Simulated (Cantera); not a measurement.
**Silicon epitaxy and polysilicon growth: SiH4 + Cl2 + N2**

Feed: 1 mol SiH4, a varied amount of Cl2, 4.2 mol N2, equilibrated at 1452 °C and 750 Torr.

Cantera equilibrium calculation (NASA polynomials, part measured and part estimated; ideal gas, pure solids and liquids). Candidate condensed phases: NH4Cl, Si, Si3N4; 28 gas species. The tables' values for SiCl3 are old estimates; treat these amounts as uncertain. The numbers say what is thermodynamically allowed, not how fast it happens.

From 0.021 mol Cl2 to 0.2 mol Cl2 the condensed part is Si3N4(s). The main Si-bearing gas is SiCl2 throughout.

```
n(Cl2) (mol)   x N2   x H2    x HCl   x SiCl2       x H   x SiCl3  n Si3N4(s)
------------  -----  -----  -------  --------  --------  --------  ----------
0.021         0.636  0.356  0.00753   1.35e-5  0.000111   1.21e-7       0.333
0.028         0.635  0.355   0.0100   2.40e-5  0.000111   2.88e-7       0.333
0.038         0.634  0.352   0.0135   4.43e-5  0.000110   7.20e-7       0.333
0.05          0.633  0.349   0.0177   7.67e-5  0.000110   1.64e-6       0.333
0.066         0.631  0.345   0.0233  0.000134  0.000109   3.77e-6       0.333
0.087         0.629  0.340   0.0304  0.000233  0.000108   8.65e-6       0.333
0.12          0.625  0.333   0.0415  0.000443  0.000107   2.27e-5       0.332
0.15          0.622  0.326   0.0512  0.000691  0.000106   4.42e-5       0.332
0.2           0.617  0.315   0.0668   0.00123  0.000104  0.000104       0.331
```
x: gas mole fraction; n: condensed amount in mol.
